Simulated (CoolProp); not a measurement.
A simple Rankine cycle with n-pentane: condensing at 327.15 K, boiler at 1.78 MPa, turbine inlet 579.6 K, turbine efficiency 0.7, pump efficiency 0.6, no recuperator. Each further row changes one setting.

The numbers come from the reference Helmholtz-energy equation of state, Thol 2019 in CoolProp.

```csv
case,thermal efficiency (%),net work (kJ/kg),heat in (kJ/kg),turbine exit temperature (K),volume ratio over the turbine
as stated,10.2,93.0,912,536.9,9.94
turbine inlet 599.6 K,10.0,97.1,971,557.0,9.86
condensing temperature 319.15 K,11.1,103,932,532.8,12.7
boiler pressure 1.25 MPa,8.8,81.1,921,544.4,6.88
turbine efficiency 0.6,8.7,79.1,912,542.0,10.0
```
